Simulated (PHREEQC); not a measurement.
## Metal-bearing waste water: an equilibrium model

Make-up at 10 °C: 0.0006 mol/kgw Pb(NO3)2, 0.048 mol/kgw CaCl2 and 0.0058 mol/kgw HCl. Closed to the air; pH follows from the charge balance.

The numbers come from PHREEQC with the ion-association model, phreeqc.dat.

No solid was allowed to form.

Task: Estimate the pH.

Result: pH 2.33.

Task: In which forms is Pb present?

Result: Pb+2 49 %, PbCl+ 45 %, PbCl2 5.3 % of the Pb.

Constants without temperature data keep their 25 °C values here.
